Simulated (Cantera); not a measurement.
Feed: 1 mol MgF2, 0.45 mol H2, equilibrated at 0.00720 Torr.

Equilibrium computed with Cantera from the NASA thermochemical tables; the gas is ideal and each condensed phase is pure. Candidate condensed phases: Mg, MgF2; 17 gas species. Equilibrium is a limit: real reactors are often held back by kinetics, nucleation or transport. All values below are at 1925 K.

Base state: HF 0.450, MgF2 0.271, Mg 0.194, MgF 0.0624, H 0.0184, H2 0.00355, F 0.000697 (mole fractions); condensed: gas only.

Problem. What changes in the equilibrium state with this change: H2 from 0.45 to 1.8 mol?

Solution. 
```tsv
species	before	after
HF	0.450	0.473
Mg	0.194	0.231
H2	0.00355	0.154
MgF2	0.271	0.00824
H	0.0184	0.121
MgF	0.0624	0.0119
F	0.000697	0.000111
```
